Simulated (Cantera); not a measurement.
Input: 1 mol CaF₂, 3.3 mol H₂, held at 0.133 bar.

Method: chemical equilibrium by Gibbs-energy minimisation in Cantera with the NASA 1993 tables (ideal gas, pure condensed phases). Candidate condensed phases: Ca, CaF₂; 15 gas species. Rates play no part.

Question: Which condensed phases are stable at each of these points (T (°C)): 925, 975, 1025, 1075, 1125, 1175, 1225, 1275, 1325, 1375, 1425, 1475, 1525?

Answer: 
```json
[
 {"T (°C)": "925", "condensed phases": "CaF₂(s)", "Ca condensed (%)": "100.0"},
 {"T (°C)": "975", "condensed phases": "CaF₂(s)", "Ca condensed (%)": "100.0"},
 {"T (°C)": "1025", "condensed phases": "CaF₂(s)", "Ca condensed (%)": "100.0"},
 {"T (°C)": "1075", "condensed phases": "CaF₂(s)", "Ca condensed (%)": "100.0"},
 {"T (°C)": "1125", "condensed phases": "CaF₂(s)", "Ca condensed (%)": "100.0"},
 {"T (°C)": "1175", "condensed phases": "CaF₂(s)", "Ca condensed (%)": "100.0"},
 {"T (°C)": "1225", "condensed phases": "CaF₂(s)", "Ca condensed (%)": "100.0"},
 {"T (°C)": "1275", "condensed phases": "CaF₂(s)", "Ca condensed (%)": "100.0"},
 {"T (°C)": "1325", "condensed phases": "CaF₂(s)", "Ca condensed (%)": "99.9"},
 {"T (°C)": "1375", "condensed phases": "CaF₂(s)", "Ca condensed (%)": "99.8"},
 {"T (°C)": "1425", "condensed phases": "CaF₂(l)", "Ca condensed (%)": "99.7"},
 {"T (°C)": "1475", "condensed phases": "CaF₂(l)", "Ca condensed (%)": "99.4"},
 {"T (°C)": "1525", "condensed phases": "CaF₂(l)", "Ca condensed (%)": "98.8"}
]
```

From 925 °C to 1375 °C the condensed part is CaF₂(s). From 1425 °C to 1525 °C the condensed part is CaF₂(l).
